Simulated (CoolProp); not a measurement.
200 sccm (0 °C, 1 atm) of nitrogen bubbles through liquid n-pentane at 280.8 K and leaves saturated at a total pressure of 0.15 MPa (ideal gas phase). Each further row changes one setting.

Computed with CoolProp (reference Helmholtz-energy equation of state, Thol 2019).

```csv
case,vapour pressure (kPa),mole fraction of vapour,delivery (mg/min),delivery (sccm),change of delivery for a bath 1 K warmer (%)
as stated,34.3,0.228,191,59.2,5.7
bath temperature 285.8 K,42.2,0.282,252,78.4,5.9
total pressure 0.3 MPa,34.3,0.114,83.0,25.8,4.9
```
